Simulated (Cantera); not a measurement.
What does this Cantera script print?

```python
import numpy as np
import cantera as ct

gas = ct.Solution("gri30.yaml")
gas.TPX = 348, 101325, {'CH4': 1, 'C2H6': 0.21, 'C3H8': 0.71, 'O2': 5.24, 'N2': 19.7}
inlet = ct.Reservoir(gas, clone=True)
gas.equilibrate("HP")  # start burning
reactor = ct.IdealGasConstPressureReactor(gas, energy="on", clone=False)
exhaust = ct.Reservoir(gas, clone=True)
tau = [0.091, 0.039, 0.017, 0.0073, 0.0032, 0.0014, 0.00059, 0.00025, 0.00011, 4.8e-05, 2.1e-05, 8.9e-06][0]
for a, b in ((inlet, reactor), (reactor, exhaust)):
    ct.MassFlowController(a, b, mdot=lambda t: reactor.mass / tau)
net = ct.ReactorNet([reactor])
show = ['CH4', 'C2H6', 'C3H8', 'HO2', 'CH3']

rows = []
print(f"{'tau/s':>10s}{'T/K':>9s}" + "".join(f"{s:>11s}" for s in show))
for tau in [0.091, 0.039, 0.017, 0.0073, 0.0032, 0.0014, 0.00059, 0.00025, 0.00011, 4.8e-05, 2.1e-05, 8.9e-06]:
    net.initial_time = 0.0
    net.advance(30 * tau)
    before = gas.X
    net.advance(40 * tau)
    drift = np.max(np.abs(gas.X - before) / (gas.X + 1e-9))
    rows.append([gas.T, *gas[show].X, drift])
    print(f"{tau:10.3e}{gas.T:9.1f}" + "".join(f"{x:11.3e}" for x in gas[show].X))
```

It prints:

```
     tau/s      T/K        CH4       C2H6       C3H8        HO2        CH3
 9.100e-02   2190.9  4.502e-06  4.357e-08  1.302e-07  1.240e-07  4.678e-06
 3.900e-02   2178.8  6.359e-06  9.173e-08  2.623e-07  2.163e-07  7.351e-06
 1.700e-02   2162.0  9.211e-06  1.869e-07  5.108e-07  3.669e-07  1.141e-05
 7.300e-03   2138.7  1.430e-05  3.815e-07  9.982e-07  6.051e-07  1.825e-05
 3.200e-03   2109.5  2.366e-05  7.656e-07  1.931e-06  9.485e-07  3.009e-05
 1.400e-03   2074.5  4.257e-05  1.564e-06  3.832e-06  1.448e-06  5.250e-05
 5.900e-04   2033.0  8.673e-05  3.441e-06  8.251e-06  2.271e-06  1.011e-04
 2.500e-04   1984.7  2.001e-04  8.222e-06  1.943e-05  3.960e-06  2.136e-04
 1.100e-04   1908.7  5.816e-04  2.395e-05  5.560e-05  9.963e-06  5.210e-04
 4.800e-05    348.0  3.723e-02  7.818e-03  2.643e-02  8.878e-19  1.515e-19
 2.100e-05    348.0  3.723e-02  7.818e-03  2.643e-02  5.484e-22  9.357e-23
 8.900e-06    348.0  3.723e-02  7.818e-03  2.643e-02  3.464e-23  5.911e-24
```

Cantera simulation using GRI-Mech 3.0 (53 species, 325 reactions); the numbers are that mechanism's predictions, not measurements. GRI-Mech 3.0 was tuned for natural gas; its chemistry of propane as a main component is partial and can be far from experiment.
